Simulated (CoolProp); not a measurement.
Model: reference Helmholtz-energy equation of state, Lemmon 2006, in CoolProp. It is a short technical equation, of lower accuracy than the large ones.

**Question.** For n-nonane, give the phase and the Z, cv (kJ/(kg K)), speed of sound (m/s), viscosity (µPa s) at 42.45 °C and 856 kPa; 42.45 °C and 2570 kPa; 42.45 °C and 3000 kPa.

**Answer.** 
- 42.45 °C and 856 kPa: liquid; Z 0.0597, cv 1.85, speed of sound 1140, viscosity 536
- 42.45 °C and 2570 kPa: liquid; Z 0.179, cv 1.85, speed of sound 1160, viscosity 545
- 42.45 °C and 3000 kPa: liquid; Z 0.209, cv 1.85, speed of sound 1160, viscosity 548

Viscosity comes from a separate model (Huber 2004).
